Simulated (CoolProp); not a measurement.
Vapour-liquid equilibrium of nitrogen (1) + methane (2) at -174.45 °C; x and y are mole fractions of (1).

Model: multi-fluid Helmholtz-energy mixture model, Span 2000 and Setzmann 1991; pair parameters Kunz 2012, in CoolProp.

```csv
x,bubble pressure (bar),y at the bubble point,dew pressure at overall composition x (bar),liquid density (mol/L)
0.05,0.9422,0.685,0.3154,27.40
0.125,1.749,0.836,0.3426,27.29
0.2,[?],0.885,0.3749,[?]
0.275,2.969,0.911,0.4139,27.04
0.35,3.450,0.926,0.4616,26.90
0.425,3.878,0.938,0.5215,[?]
0.5,4.272,0.947,0.5988,[?]
0.575,4.647,0.955,0.7026,26.40
0.65,5.018,0.962,0.8494,26.20
0.725,5.399,0.969,[?],25.97
0.8,5.803,0.977,1.454,25.72
0.875,6.244,0.985,2.237,[?]
0.95,6.737,0.993,[?],25.12
```

Task: Fill in the missing entries.

Result: 
- 0.2, bubble pressure (bar): 2.411
- 0.2, liquid density (mol/L): 27.17
- 0.425, liquid density (mol/L): 26.75
- 0.5, liquid density (mol/L): 26.58
- 0.725, dew pressure at overall composition x (bar): 1.073
- 0.875, liquid density (mol/L): 25.43
- 0.95, dew pressure at overall composition x (bar): 4.408

No azeotrope shows between x = 0.05 and 0.95.

The pair parameters rest on a limited set of measurements; away from them the model extrapolates. With so large a gap from Raoult's law the liquid may split in two, which this calculation doesn't test in full.
